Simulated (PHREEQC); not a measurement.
Make-up at 25 °C: 0.014 mol HF, 0.0063 mol NaF, 0.00088 mol (NH4)2SiF6 and 0.3 mol H3PO4 per kg of water. Closed to the air; pH follows from the charge balance.

Computed with PHREEQC (ion-association model, phreeqc.dat).

```json
[
 {"quantity": "pH", "before": "1.40", "after": "2.66"},
 {"quantity": "ionic strength (mol/kgw)", "before": "0.0555", "after": "0.00236"},
 {"quantity": "H3PO4 (mol/kgw)", "before": "0.248", "after": "0.000698"},
 {"quantity": "H2PO4- (mol/kgw)", "before": "0.0524", "after": "0.00230"},
 {"quantity": "F- (mol/kgw)", "before": "0.000421", "after": "6.26e-5"},
 {"quantity": "SI of Quartz (SiO2)", "before": "-3.17", "after": "-1.07"}
]
```

Task: Name the change that produced these shifts.
A) H3PO4 from 0.3 to 0.06 mol/kgw
B) diluted 10-fold with water
C) diluted 100-fold with water
D) NaF left out
E) diluted 2-fold with water

Result: C, diluted 100-fold with water

No solid was allowed to form. SiF6-2 is the database's only silicon fluoride.
